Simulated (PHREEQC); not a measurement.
NaOH is added in steps, without added water, to 1 kg of water holding 0.073 mol/kgw Ni(NO3)2, 0.019 mol/kgw Na2SO4 and 0.075 mol/kgw HCl, at 20 °C. Oxygen alone is held at its pressure in air (log pO2 = -0.68). The system is closed to CO2. The run lets Ni(OH)2, Ni4(OH)6SO4, Halite, Mirabilite, Morenosite precipitate or redissolve, and no other solid.

Base run: PHREEQC, ion-association model, wateq4f.dat. Each further column changes one thing. The table gives pH.

```json
[
 {"NaOH added (mol)": "0", "base": "1.29", "diluted 100-fold with water": "3.16", "HCl from 0.075 to 0.0825 mol/kgw": "1.24", "Na2SO4 from 0.019 to 0.0019 mol/kgw": "1.24", "no solid may form": "1.29"},
 {"NaOH added (mol)": "0.02875", "base": "1.51", "diluted 100-fold with water": "12.52", "HCl from 0.075 to 0.0825 mol/kgw": "1.44", "Na2SO4 from 0.019 to 0.0019 mol/kgw": "1.45", "no solid may form": "1.51"},
 {"NaOH added (mol)": "0.0575", "base": "1.94", "diluted 100-fold with water": "12.82", "HCl from 0.075 to 0.0825 mol/kgw": "1.79", "Na2SO4 from 0.019 to 0.0019 mol/kgw": "1.87", "no solid may form": "1.94"},
 {"NaOH added (mol)": "0.08625", "base": "6.10", "diluted 100-fold with water": "12.98", "HCl from 0.075 to 0.0825 mol/kgw": "6.09", "Na2SO4 from 0.019 to 0.0019 mol/kgw": "6.08", "no solid may form": "9.20"},
 {"NaOH added (mol)": "0.115", "base": "6.16", "diluted 100-fold with water": "13.10", "HCl from 0.075 to 0.0825 mol/kgw": "6.14", "Na2SO4 from 0.019 to 0.0019 mol/kgw": "6.13", "no solid may form": "9.57"},
 {"NaOH added (mol)": "0.1437", "base": "6.23", "diluted 100-fold with water": "13.19", "HCl from 0.075 to 0.0825 mol/kgw": "6.21", "Na2SO4 from 0.019 to 0.0019 mol/kgw": "6.20", "no solid may form": "9.76"},
 {"NaOH added (mol)": "0.1725", "base": "6.33", "diluted 100-fold with water": "13.26", "HCl from 0.075 to 0.0825 mol/kgw": "6.30", "Na2SO4 from 0.019 to 0.0019 mol/kgw": "6.30", "no solid may form": "9.93"},
 {"NaOH added (mol)": "0.2013", "base": "6.53", "diluted 100-fold with water": "13.32", "HCl from 0.075 to 0.0825 mol/kgw": "6.46", "Na2SO4 from 0.019 to 0.0019 mol/kgw": "6.49", "no solid may form": "10.13"},
 {"NaOH added (mol)": "0.23", "base": "11.96", "diluted 100-fold with water": "13.37", "HCl from 0.075 to 0.0825 mol/kgw": "11.18", "Na2SO4 from 0.019 to 0.0019 mol/kgw": "11.97", "no solid may form": "10.41"}
]
```

The database's Ni(OH)2 is the aged solid; a fresh precipitate is more soluble. In at least one series the solution becomes supersaturated in solids that the run did not let form, among them Ni(OH)2, Ni4(OH)6SO4.
